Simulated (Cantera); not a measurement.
A Cantera script and what it prints.

```python
import numpy as np
import cantera as ct

gas_names = """
    Br Br2 H HBr H2 Si SiBr SiBr2 SiBr3 SiBr4 SiH SiHBr3 SiH2 SiH2Br2 SiH3 SiH3Br SiH4 Si2 Si3
""".split()
cond_names = """
    Br2(cr) Br2(L) Si(cr) Si(L)
""".split()


# ... load() reads the species with a 1 bar reference pressure and builds the phases ...
atoms = {
    'Si': {'Si': 1},
    'HBr': {'H': 1, 'Br': 1},
    'H2': {'H': 2},
}
top_T = {}  # K; cautious upper limits of use, not melting points


# ... equilibrate(T, P, feed) seeds the gas with the atoms and calls Mixture.equilibrate('TP', solver="vcs", rtol=1e-11, max_steps=5000) ...
results = []
feed = {'Si': 1, 'HBr': 2.1, 'H2': 74}  # mol
P = 10000  # Pa
for T in [800, 875, 950, 1025, 1100, 1175, 1250, 1325]:
    mix = equilibrate(T, P, feed)
    results.append((T, P, feed, dict(zip(mix.species_names, mix.species_moles))))

top = {s: max(r[3][s] / sum(r[3][g] for g in gas_names) for r in results) for s in gas_names}
cols = sorted((s for s in top if top[s] > 0.001), key=lambda s: -top[s])[:5]
seen = [c for c in cond_names if any(r[3].get(c, 0) > 1e-12 for r in results)]
print("log10 of partial pressures in bar; condensed amounts in mol")
print(f"{'T/K':>10s}" + "".join(f"{s[:9]:>10s}" for s in cols + seen))
for T, P, feed, n in results:
    ng = sum(n[g] for g in gas_names)
    print(f"{T:10.4g}" + "".join(f"{np.log10(max(n[s] / ng * P / 1e5, 1e-99)):10.3f}" for s in cols)
          + "".join(f"{n.get(c, 0):10.4g}" for c in seen))
```

It prints:

```
log10 of partial pressures in bar; condensed amounts in mol
       T/K        H2       HBr     SiBr4     SiBr2    Si(cr)
       800    -1.004    -3.556    -3.262    -6.357    0.5058
       875    -1.005    -3.211    -3.333    -5.545    0.5692
       950    -1.007    -2.942    -3.472    -4.903    0.6683
      1025    -1.009    -2.750    -3.737    -4.431    0.7847
      1100    -1.011    -2.644    -4.200    -4.144    0.8715
      1175    -1.011    -2.609    -4.832    -4.009    0.9029
      1250    -1.012    -2.602    -5.488    -3.941    0.9054
      1325    -1.012    -2.604    -6.096    -3.897    0.9003
```

Cantera equilibrium calculation (NASA polynomials, part measured and part estimated; ideal gas, pure solids and liquids). The tables' values for SiBr3 are old estimates; treat these amounts as uncertain.
